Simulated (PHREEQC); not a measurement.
HCl is added in steps, without added water, to 1 kg of water holding 0.053 mol CuSO4, 0.018 mol CuCl2, 0.16 mol NaH2PO4 and 0.00091 mol NaCl, at 25 °C. Oxygen alone is held at its pressure in air (log pO2 = -0.68). CO2 from the air is kept out. No solid was allowed to form.

Base run: PHREEQC, ion-association model, wateq4f.dat. Each further column changes one thing. The table gives HSO4- (mol/kgw).

```csv
HCl added (mol),base,Debye-Hückel limiting law,Davies equation for every ion,metal-ligand complexes left out,all activity coefficients set to 1
0,4.15e-5,4.35e-5,4.05e-5,7.16e-5,1.78e-5
0.01,0.000570,0.000408,0.000578,0.000960,0.000306
0.02,0.00118,0.000834,0.00120,0.00197,0.000648
0.03,0.00185,0.00129,0.00187,0.00303,0.00103
0.04,0.00257,0.00177,0.00260,0.00416,0.00147
0.05,0.00334,0.00227,0.00338,0.00534,0.00195
0.06,0.00419,0.00281,0.00423,0.00659,0.00250
0.07,0.00510,0.00336,0.00514,0.00791,0.00312
0.08,0.00608,0.00395,0.00613,0.00928,0.00382
0.09,0.00713,0.00455,0.00718,0.0107,0.00460
0.1,0.00826,0.00518,0.00831,0.0122,0.00548
```

In at least one series the solution becomes supersaturated in solids that the run did not let form, among them Brochantite, Antlerite, Atacamite, Cu3(PO4)2:3H2O. H3PO4, which wateq4f.dat lacks, is added to it with the constant of phreeqc.dat. The database has no phosphate complexes of Cu.
